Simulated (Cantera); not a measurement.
Input: 1 mol PbO, 0.05 mol H₂, at 31.0 Pa.

Method: chemical equilibrium by Gibbs-energy minimisation in Cantera with the NASA 1993 tables (ideal gas, pure condensed phases). Candidate condensed phases: H₂O, Pb, PbO, PbO₂, Pb₃O₄; 12 gas species. Mutual solubility and eutectic melting of coexisting phases are not modelled. Gases not in the tables: (PbO)n polymers. Kinetics and transport are ignored.

x: gas mole fraction; n: condensed amount in mol.

```tsv
T (K)	x H₂O	x PbO	x Pb	x O₂	x OH	x O	n Pb(l)	n PbO(red)	n PbO(yellow)	n PbO(l)
625	1.000	1.55e-12	7.52e-8	<1e-12	<1e-12	<1e-12	0.0500	0.950	0	0
700	1.000	…	…	<1e-12	<1e-12	<1e-12	0.0500	0.950	0	0
775	1.000	5.79e-8	8.03e-5	<1e-12	1.77e-12	<1e-12	0.0500	0	0.950	0
850	0.999	2.69e-6	0.00103	<1e-12	7.35e-11	<1e-12	0.0499	0	0.950	0
925	0.991	6.58e-5	0.00862	1.61e-11	1.66e-9	<1e-12	0.0496	0	0.950	0
1000	0.947	0.000983	0.0522	1.14e-9	2.29e-8	<1e-12	0.0472	0	0.950	0
1075	0.745	0.00994	0.245	4.37e-8	1.98e-7	1.56e-11	0.0336	0	0.949	0
1150	0.463	0.0734	0.463	4.19e-6	1.60e-6	9.66e-10	0	0	0.942	0
1225	0.316	0.364	0.319	0.00109	1.50e-5	7.91e-8	0	0	0	0.892
1300	0.0446	…	…	…	…	…	0	0	0	0
1375	0.0431	0.632	0.231	0.0938	9.65e-5	1.11e-5	0	0	0	0
1450	0.0414	0.534	0.297	0.127	0.000214	4.07e-5	0	0	0	0
1525	0.0397	0.437	0.362	0.161	0.000431	0.000129	0	0	0	0
1600	0.0380	0.348	0.422	0.191	0.000803	0.000360	0	0	0	0
```

Task: Fill in the missing entries.

Result: 
- 700, x PbO: 5.34e-10
- 700, x Pb: 3.59e-6
- 1300, x PbO: 0.722
- 1300, x Pb: 0.170
- 1300, x O₂: 0.0628
- 1300, x OH: 3.91e-5
- 1300, x O: 2.52e-6
